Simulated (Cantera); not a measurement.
A perfectly stirred reactor is fed with C2H6 : N2 = 1 : 1.7 (molar parts), at 1330 Pa; it is held at 1150 K, and followed from long to short residence time.

Cantera simulation using GRI-Mech 3.0 (53 species, 325 reactions); the numbers are that mechanism's predictions, not measurements. GRI-Mech 3.0 stops at C3 and has no aromatics, soot or wall deposition, so with more carbon than oxygen in the feed, carbon stays in small species such as C2H2 where larger ones or solid carbon would form. Radical loss at walls, strong at low pressure, is not modelled.

Task: Predict: x(C2H6) at τ = 4.30 s; x(C2H4) at τ = 4.30 s; x(CH3) at τ = 4.30 s; x(H) at τ = 4.30 s; x(C2H6) at τ = 71.0 ms; x(C2H4) at τ = 71.0 ms; x(CH3) at τ = 71.0 ms; x(H) at τ = 71.0 ms.

Result: x(C2H6) at τ = 4.30 s: 0.0230
x(C2H4) at τ = 4.30 s: 0.153
x(CH3) at τ = 4.30 s: 4.37e-5
x(H) at τ = 4.30 s: 6.98e-6
x(C2H6) at τ = 71.0 ms: 0.312
x(C2H4) at τ = 71.0 ms: 0.0389
x(CH3) at τ = 71.0 ms: 0.000124
x(H) at τ = 71.0 ms: 4.48e-6
